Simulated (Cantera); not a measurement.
Adiabatic ignition

An adiabatic, constant-volume homogeneous reactor starts with CH4 : H2 : O2 : N2 : H2O = 1 : 0.1 : 1.08 : 4.06 : 0.023 (molar parts), at 1525 K and 4.24 atm.

Detailed kinetics in Cantera: GRI-Mech 3.0 (53 species, 325 reactions).

```tsv
t (s)	T (K)	P (bar)	x CH4	x H2	x O2	x HO2	x C2H2	x CH3	x NO
3.00e-6	1525	4.30	0.160	0.0160	0.172	2.10e-6	<1e-12	5.21e-6	<1e-12
8.50e-6	1525	4.30	0.160	0.0160	0.172	5.00e-6	<1e-12	2.01e-5	<1e-12
2.41e-5	1525	4.30	0.160	0.0160	0.172	8.37e-6	1.71e-10	9.95e-5	<1e-12
6.82e-5	1530	4.31	0.158	0.0160	0.172	1.59e-5	5.17e-8	0.000287	1.73e-12
0.000193	1597	4.51	0.145	0.0186	0.163	9.48e-5	1.39e-5	0.000782	5.19e-11
0.000548	2884	9.42	1.84e-10	0.143	9.39e-5	2.18e-7	<1e-12	2.84e-10	0.000720
0.00155	2884	9.42	1.85e-10	0.143	9.38e-5	2.17e-7	<1e-12	2.84e-10	0.000737
0.00440	2884	9.42	1.85e-10	0.143	9.38e-5	2.17e-7	<1e-12	2.84e-10	0.000737
0.0125	2884	9.42	1.85e-10	0.143	9.38e-5	2.17e-7	<1e-12	2.84e-10	0.000737
0.0353	2884	9.42	1.85e-10	0.143	9.38e-5	2.17e-7	<1e-12	2.84e-10	0.000737
0.100	2884	9.42	1.85e-10	0.143	9.38e-5	2.17e-7	<1e-12	2.84e-10	0.000737
```
x: mole fraction; the columns are a selection and need not sum to one.

The time of steepest temperature rise comes out as 0.243 ms and the temperature at 0.100 s is 2884 K. The equilibrium temperature comes out as 2884 K and the x(CH4) at 0.100 s is 1.85e-10 (gas-phase equilibrium 2.08e-10). The x(H2) at 0.100 s is 0.143 (gas-phase equilibrium 0.143). The x(O2) at 0.100 s is 9.38e-5 (gas-phase equilibrium 9.38e-5).
